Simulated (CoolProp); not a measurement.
Saturation properties of carbon monoxide (Tc = 132.9 K, pc = 3.498 MPa, ω = 0.050).

Model: reference Helmholtz-energy equation of state, Lemmon 2006, in CoolProp. It is a short technical equation, of lower accuracy than the large ones.

| T (K) | p (MPa) | liquid density (kg/m³) | vapour density (kg/m³) | enthalpy of vaporisation (kJ/kg) | liquid cp (kJ/(kg K)) |
|---|---|---|---|---|---|
| 83.9 | 0.1301 | 783.2 | 5.494 | 211.5 | 2.153 |
| 88.4 | 0.2052 | 762.8 | (withheld) | 204.8 | (withheld) |
| 92.8 | 0.3062 | 742.0 | 12.22 | 197.6 | 2.212 |
| 97.2 | 0.4398 | 720.0 | 17.25 | 189.7 | 2.263 |
| 101.6 | 0.6116 | 696.8 | 23.76 | 180.9 | 2.334 |
| 106 | 0.8274 | 671.9 | 32.12 | 171.1 | 2.433 |
| 110.4 | 1.093 | 644.9 | 42.83 | 160.0 | 2.573 |
| 114.8 | 1.415 | 615.1 | 56.65 | 147.2 | 2.781 |
| 119.2 | 1.799 | (withheld) | 74.84 | (withheld) | 3.118 |
| 123.6 | 2.255 | 541.3 | 99.83 | 113.3 | 3.754 |

Question: Complete the blanks.

Answer: 
- 88.4, vapour density (kg/m³): 8.393
- 88.4, liquid cp (kJ/(kg K)): 2.177
- 119.2, liquid density (kg/m³): 581.3
- 119.2, enthalpy of vaporisation (kJ/kg): 132.0

It boils at 81.6 K under 1 atm.
